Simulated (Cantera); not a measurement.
Input: 1 mol Si3N4, 0.088 mol CO2, 92 mol H2, held at 1702 °C and 4.50e-5 bar.

Cantera equilibrium calculation (NASA polynomials, part measured and part estimated; ideal gas, pure solids and liquids). Candidate condensed phases: C, C6H6, C7H8, C8H18, H2O, Si, SiC, SiO2, Si2N2O, Si3N4; 151 gas species. Rates play no part.

Base state: H2 0.773, H 0.179, Si 0.0271, N2 0.0187, SiO 0.000840, CO 0.000811, SiH 0.000115, HCN 1.03e-5 (mole fractions); condensed: gas only.

**Question.** What changes in the equilibrium state with this change: pressure from 4.50e-5 bar to 0.133 bar?

**Answer.** 
```tsv
species	before	after
H2	0.773	0.973
N2	0.0187	0.0211
H	0.179	0.00370
Si	0.0271	0.000242
SiO	0.000840	0.00145
SiH2	2.68e-6	8.94e-5
HCN	1.03e-5	9.56e-5
Si2	1.00e-5	2.36e-6
Si(l), mol	0	2.78
SiC(s), mol	0	0.0384
```
Mutual solubility and eutectic melting of coexisting phases are not modelled. Gases not in the tables: Si2H6 and higher silanes.

**Question.** What changes in the equilibrium state with this change: pressure from 4.50e-5 bar to 0.230 bar?

**Answer.** 
| species | before | after |
|---|---|---|
| H2 | 0.773 | 0.974 |
| N2 | 0.0187 | 0.0211 |
| H | 0.179 | 0.00282 |
| Si | 0.0271 | 0.000141 |
| SiO | 0.000840 | 0.00145 |
| SiH2 | 2.68e-6 | 8.95e-5 |
| HCN | 1.03e-5 | 9.56e-5 |
| Si2 | 1.00e-5 | 1.37e-6 |
| SiH | 0.000115 | 4.79e-5 |
| CO | 0.000811 | 0.000413 |
| Si(l), mol | 0 | 2.80 |
| SiC(s), mol | 0 | 0.0385 |
Mutual solubility and eutectic melting of coexisting phases are not modelled. Gases not in the tables: Si2H6 and higher silanes.
